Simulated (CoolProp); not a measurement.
Computed with CoolProp (reference Helmholtz-energy equation of state, Tillner-Roth 1994).

Question: Give the vapour pressure (MPa), liquid density (kg/m³), enthalpy of vaporisation (kJ/kg), liquid cp (kJ/(kg K)) of saturated R134a at 272, 277.8, 289.2 K.

Answer: 
| T (K) | p (MPa) | liquid density (kg/m³) | enthalpy of vaporisation (kJ/kg) | liquid cp (kJ/(kg K)) |
|---|---|---|---|---|
| 272 | 0.281 | 1300 | 199 | 1.34 |
| 277.8 | 0.345 | 1280 | 195 | 1.35 |
| 289.2 | 0.505 | 1240 | 186 | 1.39 |
